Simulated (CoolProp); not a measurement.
Vapour-liquid equilibrium of carbon dioxide (1) + R143a (2) at 1150 kPa; x and y are mole fractions of (1).

Computed with CoolProp (multi-fluid Helmholtz-energy mixture model, Span 1996 and Lemmon and Jacobsen 2000; pair parameters Bell 2016).

```csv
x,bubble temperature (°C),y at the bubble point,dew temperature at overall composition x (°C),liquid density (mol/L)
0.05,16.4,0.143,19.7,11.73
0.2,1.0,0.505,14.2,13.32
0.35,-11.6,0.722,8.2,14.98
0.5,-20.5,0.837,1.3,16.74
0.65,-26.7,0.902,-6.9,18.69
0.8,-31.3,0.947,-17.4,20.99
0.95,-35.1,0.986,-31.6,23.88
```

No azeotrope shows between x = 0.05 and 0.95.

Pair parameters are fitted to limited data, so mixtures are less certain than the pure fluids. The gap from Raoult's law changes sign with composition, which may be real or a fault of the pair parameters; it wasn't checked against measurements.
